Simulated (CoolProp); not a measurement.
Vapour-liquid equilibrium of R152A (1) + R113 (2) at 0.205 MPa; x and y are mole fractions of (1).

Computed with CoolProp (multi-fluid Helmholtz-energy mixture model, Outcalt 1996 and Marx 1992; pair parameters Bell 2016).

```tsv
x	bubble temperature, mixture model (K)	bubble temperature, Raoult's law (K)	y, mixture model	y, Raoult's law
0.05	323.8	331.0	0.460	0.348
0.2	293.1	307.2	(withheld)	0.754
0.35	281.5	293.4	0.914	0.882
0.5	(withheld)	284.1	(withheld)	0.939
0.65	273.0	277.3	(withheld)	0.969
0.8	270.3	271.9	0.970	0.986
0.95	(withheld)	267.6	(withheld)	0.997
```

Task: Fill in the missing entries.

Result: 
- 0.2, y, mixture model: 0.841
- 0.5, bubble temperature, mixture model (K): 276.2
- 0.5, y, mixture model: 0.940
- 0.65, y, mixture model: 0.956
- 0.95, bubble temperature, mixture model (K): 267.4
- 0.95, y, mixture model: 0.991

The largest gap from Raoult's law is -14.1 K in bubble temperature, at x = 0.2. No azeotrope shows between x = 0.05 and 0.95.

Pair parameters are fitted to limited data, so mixtures are less certain than the pure fluids. With so large a gap from Raoult's law the liquid may split in two, which this calculation doesn't test in full.
